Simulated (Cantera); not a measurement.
What does this Cantera script print?

```python
import numpy as np
import cantera as ct

gas_names = """
    N N2O
""".split()
cond_names = """
    Ta2O5(s) Ta2O5(L) Ta(cr) Ta(L)
""".split()


def load(file, names, dense=False):
    # The tables refer to 1 bar. Condensed volumes are neglected.
    table = {s.name: s for s in ct.Species.list_from_file(file)}
    out = []
    for n in names:
        d = dict(table[n].input_data)
        d["thermo"] = dict(d["thermo"], **{"reference-pressure": 1e5})
        if dense:
            d["equation-of-state"] = {"model": "constant-volume", "density": "1e6 g/cm^3"}
        out.append(ct.Species.from_dict(d))
    return out


species = {s.name: s for s in load("nasa_gas.yaml", gas_names) + load("nasa_condensed.yaml", cond_names)}
# Each term lists the table entries of one substance; the one whose range holds T is used.
reactions = {
    'Ta2O5 + 10 N(g) = 2 Ta + 5 N2O(g)':
        [(-1, ['Ta2O5(s)', 'Ta2O5(L)']), (-10, ['N']), (2, ['Ta(cr)', 'Ta(L)']), (5, ['N2O'])],
}


def pick(names, T):
    return next(species[n] for n in names if species[n].thermo.min_temp <= T <= species[n].thermo.max_temp)


results = []
for label, terms in reactions.items():
    print(label)
    print("     T/K   dH/kJ  dS/(J/K)   dG/kJ   log10 K")
    for T in [300, 575, 625, 675, 725, 775, 825, 875]:
        used = [(nu, pick(names, T)) for nu, names in terms]
        dH = sum(nu * s.thermo.h(T) for nu, s in used) / 1e6
        dS = sum(nu * s.thermo.s(T) for nu, s in used) / 1e3
        dG = dH - T * dS / 1e3
        logK = -dG * 1e6 / (ct.gas_constant * T * np.log(10))
        results.append((label, T, dH, dS, dG, logK, [s.name for _, s in used]))
        print(f"{T:8g} {dH:8.1f} {dS:8.1f} {dG:8.1f} {logK:8.2f}")
```

Output:

```
Ta2O5 + 10 N(g) = 2 Ta + 5 N2O(g)
     T/K   dH/kJ  dS/(J/K)   dG/kJ   log10 K
     300  -2273.0   -493.8  -2124.8   369.96
     575  -2297.0   -551.4  -1979.9   179.86
     625  -2300.8   -557.8  -1952.2   163.15
     675  -2304.5   -563.5  -1924.2   148.90
     725  -2308.1   -568.6  -1895.9   136.59
     775  -2311.5   -573.2  -1867.3   125.85
     825  -2314.8   -577.3  -1838.5   116.40
     875  -2318.0   -581.0  -1809.6   108.02
```

Standard-state values (1 bar) from the NASA 1993 polynomials, evaluated with Cantera. Condensed species are held in their standard states even where they would react or evaporate.
